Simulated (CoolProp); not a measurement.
The fluid at 293.15 K and 0.42 MPa flows at 1.7 m/s in a round tube of 100 mm bore and 45 µm roughness, fully developed (64/Re and Nu = 3.66 if laminar; Colebrook and Gnielinski if turbulent). The same conditions are run with several fluids, on thermodynamics alone (safety and materials aside).

Computed with CoolProp (reference Helmholtz-energy equation of state of each fluid (ammonia: Gao 2020; R143a: Lemmon and Jacobsen 2000; CF4 (R14): Platzer 1990; R13: Platzer 1990; oxygen: Schmidt 1985)). The equations of Platzer and Polt are older, rougher fits.

```
fluid      Reynolds number  Darcy friction factor  pressure drop (Pa/m)  heat-transfer coefficient (W/(m² K))  mass flow (kg/h)
---------  ---------------  ---------------------  --------------------  ------------------------------------  ----------------
ammonia              53400                 0.0222                 0.987                                  35.6               148
R143a               243000                 0.0182                  4.14                                  68.0               755
CF4 (R14)           153000                 0.0191                  4.25                                  48.3               741
R13                 225000                 0.0184                  4.98                                  53.3               902
oxygen               46200                 0.0227                  1.82                                  27.8               266
```

Transport values come from each fluid's own correlations; those of R143a, CF4 (R14), R13 are estimates that may be off by 10 % or more.
